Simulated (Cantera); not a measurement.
Input (Python, Cantera):

```python
import numpy as np
import cantera as ct

gas = ct.Solution("gri30.yaml")


def delay(T, t_max=10):
    gas.TPX = T, 1100000, {'C3H8': 1, 'O2': 4.55, 'N2': 12.7}
    reactor = ct.IdealGasConstPressureReactor(gas, clone=False)
    net = ct.ReactorNet([reactor])
    net.rtol, net.atol = 1e-8, 1e-16
    while net.time < t_max:
        t_old, T_old = net.time, reactor.T
        net.step()
        if reactor.T > T + 400:  # ignition: a rise of 400 K
            return t_old + (T + 400 - T_old) / (reactor.T - T_old) * (net.time - t_old)
    return np.nan


taus = []
for T in [1000, 1075, 1150, 1225, 1300, 1375, 1450]:
    taus.append(delay(T))
    print(f"T0 = {T:6g} K   tau = {taus[-1]:.4e} s")
```

Result:

```
T0 =   1000 K   tau = 5.2571e-02 s
T0 =   1075 K   tau = 1.2799e-02 s
T0 =   1150 K   tau = 3.2370e-03 s
T0 =   1225 K   tau = 8.4802e-04 s
T0 =   1300 K   tau = 2.3985e-04 s
T0 =   1375 K   tau = 7.6754e-05 s
T0 =   1450 K   tau = 2.8562e-05 s
```

Model: GRI-Mech 3.0 (53 species, 325 reactions), integrated in Cantera. GRI-Mech 3.0 was tuned for natural gas; its chemistry of propane as a main component is partial and can be far from experiment.
